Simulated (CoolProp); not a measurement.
Vapour-liquid equilibrium of CHF3 (R23) (1) + R152A (2) at 0.199 MPa; x and y are mole fractions of (1).

Computed with CoolProp (multi-fluid Helmholtz-energy mixture model, Penoncello 2003 and Outcalt 1996; pair parameters Bell 2016).

```tsv
x	bubble temperature, mixture model (K)	bubble temperature, Raoult's law (K)	y, mixture model	y, Raoult's law
0.05	257.3	255.2	0.301	0.373
0.15	244.1	240.9	0.638	0.703
0.25	234.4	231.6	0.798	0.836
0.35	227.1	224.8	0.880	0.901
0.45	221.4	219.7	0.926	0.938
0.55	216.8	215.6	0.954	0.960
0.65	213.0	212.2	0.972	0.975
0.75	209.8	209.3	0.984	0.985
0.85	207.1	206.8	0.992	0.993
0.95	204.8	204.7	0.998	0.998
```

The largest gap from Raoult's law is +3.2 K in bubble temperature, at x = 0.15. No azeotrope shows between x = 0.05 and 0.95.

The pair parameters rest on a limited set of measurements; away from them the model extrapolates.
